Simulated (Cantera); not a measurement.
Mixture: CH₄ : O₂ : N₂ : H₂O = 1 : 3.92 : 10.2 : 0.48 (molar parts), equivalence ratio 0.51, at 690 Torr, adiabatic and at constant volume. Ignition delay is the time to a rise of 400 K.

Model: GRI-Mech 3.0 (53 species, 325 reactions), integrated in Cantera.

Task: At T0 = 1425 K, what is the delay, and which 7 reactions control it most (d ln τ / d ln k, from doubling and halving each rate constant)?

Result: The delay is 1.61 ms.
| reaction | d ln τ / d ln k | faster rate |
|---|---|---|
| CH3 + O2 <=> CH3O + O | -0.50 | shortens it |
| 2 CH3 (+M) <=> C2H6 (+M) | 0.39 | lengthens it |
| H + O2 <=> O + OH | -0.30 | shortens it |
| CH4 + H <=> CH3 + H2 | 0.24 | lengthens it |
| CH3 + HO2 <=> CH3O + OH | -0.20 | shortens it |
| CH3 + O2 <=> CH2O + OH | -0.20 | shortens it |
| CH4 + OH <=> CH3 + H2O | 0.12 | lengthens it |
